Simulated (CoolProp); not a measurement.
Fluorine along the isotherm 153.8 K: Z from the reference equation and from simpler models built on Tc = 144.4 K, pc = 52.40 bar, ω = 0.045; each cubic takes its own stable root.

Computed with CoolProp (reference Helmholtz-energy equation of state, de Reuck 1990).

```csv
p (bar),phase,reference
13.1,gas,0.9287
26.2,gas,0.8477
39.3,gas,0.7547
52.4,supercritical,0.6422
65.5,supercritical,0.4897
78.6,supercritical,0.3502
91.7,supercritical,0.3418
105,supercritical,0.3609
118,supercritical,0.3857
131,supercritical,0.4127
```

Question: How far does each simpler model (van der Waals, Redlich-Kwong, Soave-Redlich-Kwong) lie from the reference over these 10 states: mean and median of the absolute difference, and the worst?

Answer: 
- van der Waals: mean 11.7 %, median 9.8 %, worst +25.1 % at 153.8 K and 131 bar
- Redlich-Kwong: mean 4.4 %, median 3.6 %, worst +10.1 % at 153.8 K and 91.7 bar
- Soave-Redlich-Kwong: mean 5.1 %, median 4.6 %, worst +11.3 % at 153.8 K and 91.7 bar
